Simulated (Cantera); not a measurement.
What does this Cantera script print?

```python
import numpy as np
import cantera as ct

gas = ct.Solution("gri30.yaml")
gas.TPX = 1375, 65000, {'N2O': 1, 'H2': 0.07, 'N2': 8}
reactor = ct.IdealGasConstPressureReactor(gas, energy="off", clone=False)
net = ct.ReactorNet([reactor])
net.rtol, net.atol = 1e-08, 1e-18
show = ['N2O', 'H2', 'H', 'O2', 'H2O', 'H2O2']
times = np.geomspace(9e-06, 20, 9)

steps = ct.SolutionArray(gas, extra=["t"])
rows = []
print(f"{'t/s':>10s}{'T/K':>9s}{'P/Pa':>11s}" + "".join(f"{s:>11s}" for s in show))
for t in times:
    while net.time < t:
        t_next = net.step()
        steps.append(gas.state, t=t_next)
    rows.append([np.interp(t, steps.t, y) for y in (steps.T, steps.P, *steps(*show).X.T)])
    print(f"{t:10.3e}{rows[-1][0]:9.1f}{rows[-1][1]:11.4g}" + "".join(f"{x:11.3e}" for x in rows[-1][2:]))
rate = np.gradient(steps.T, steps.t)
print("integrator steps:", len(steps.t))
if steps.T.max() > steps.T[0] + 200:
    print(f"time of steepest temperature rise: {steps.t[rate.argmax()]:.4e} s")
gas.TPX = 1375, 65000, {'N2O': 1, 'H2': 0.07, 'N2': 8}
gas.equilibrate("TP")
print(f"equilibrium (TP): T = {gas.T:.1f} K  " + "  ".join(f"{s} {gas[s].X[0]:.3e}" for s in show))
```

Result:

```
       t/s      T/K       P/Pa        N2O         H2          H         O2        H2O       H2O2
 9.000e-06   1375.0    6.5e+04  1.102e-01  7.717e-03  5.431e-07  2.144e-07  3.394e-07  4.729e-13
 5.592e-05   1375.0    6.5e+04  1.102e-01  7.661e-03  7.953e-06  3.908e-06  4.501e-05  4.863e-10
 3.475e-04   1375.0    6.5e+04  1.084e-01  6.040e-03  3.005e-05  4.036e-05  1.615e-03  1.487e-08
 2.159e-03   1375.0    6.5e+04  1.012e-01  3.735e-04  2.366e-06  5.486e-04  7.301e-03  1.669e-08
 1.342e-02   1375.0    6.5e+04  9.264e-02  6.603e-07  1.829e-07  3.854e-03  7.658e-03  8.314e-09
 8.337e-02   1375.0    6.5e+04  5.593e-02  5.779e-07  1.808e-07  1.877e-02  7.524e-03  7.231e-09
 5.180e-01   1375.0    6.5e+04  4.881e-03  2.304e-07  4.118e-08  4.024e-02  7.347e-03  2.416e-09
 3.219e+00   1375.0    6.5e+04  2.538e-07  1.362e-08  5.005e-10  4.250e-02  7.339e-03  1.155e-10
 2.000e+01   1375.0    6.5e+04  6.116e-08  1.360e-08  4.994e-10  4.250e-02  7.339e-03  1.153e-10
integrator steps: 1923
equilibrium (TP): T = 1375.0 K  N2O 1.880e-08  H2 1.271e-08  H 4.824e-10  O2 4.860e-02  H2O 7.339e-03  H2O2 1.232e-10
```

Detailed kinetics in Cantera: GRI-Mech 3.0 (53 species, 325 reactions). GRI-Mech 3.0 was tuned for natural gas; its chemistry of N2O as a main component is partial and can be far from experiment. The mechanism lacks the step 2 NO + O2 → 2 NO2, which can matter for NO2 below about 1400 K. The temperature is held fixed by assumption; the heat of reaction is taken as removed at once.
